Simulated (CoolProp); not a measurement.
Properties of water along the isobar 0.101 MPa.

Values from CoolProp's reference Helmholtz-energy equation of state, Wagner 2002.

| T (°C) | phase | cv (kJ/(kg K)) | viscosity (µPa s) | conductivity (mW/(m K)) | fugacity coefficient |
|---|---|---|---|---|---|
| 229.85 | gas | 1.510 | ___ | 36.3 | 0.9960 |
| 255.85 | gas | ___ | 18.5 | ___ | 0.9967 |
| 281.75 | gas | 1.535 | 19.6 | ___ | 0.9973 |
| 307.65 | gas | 1.549 | 20.6 | 44.3 | 0.9977 |
| 333.55 | gas | ___ | 21.7 | 47.2 | 0.9981 |
| 359.45 | gas | 1.580 | 22.8 | 50.0 | 0.9983 |
| 385.35 | gas | 1.596 | 23.8 | 53.0 | 0.9986 |
| 411.35 | gas | 1.612 | 24.9 | ___ | 0.9988 |
| 437.25 | gas | 1.629 | 26.0 | 59.0 | 0.9989 |
| 463.15 | gas | 1.646 | 27.1 | 62.1 | 0.9991 |
| 489.05 | gas | 1.663 | 28.1 | ___ | 0.9992 |

Problem. What belongs in the gaps?

Solution. 
- 229.85, viscosity (µPa s): 17.4
- 255.85, cv (kJ/(kg K)): 1.521
- 255.85, conductivity (mW/(m K)): 38.9
- 281.75, conductivity (mW/(m K)): 41.6
- 333.55, cv (kJ/(kg K)): 1.564
- 411.35, conductivity (mW/(m K)): 56.0
- 489.05, conductivity (mW/(m K)): 65.2

Viscosity comes from a separate model (Huber 2009). Thermal conductivity comes from a separate model (Huber 2012).
